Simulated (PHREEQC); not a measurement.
Make-up at 25 °C: 0.27 mol/kgw H2SO4 and 0.054 mol/kgw CuSO4. Closed to the air; pH follows from the charge balance.

Computed with PHREEQC (ion-association model, phreeqc.dat).

Precipitation was switched off in this run.

Task: Predict the pH, density.

Result: pH 0.67; density 1.021 g/cm³.

Task: In which forms is Cu present?

Result: Cu+2 69 %, CuSO4 31 % of the Cu.
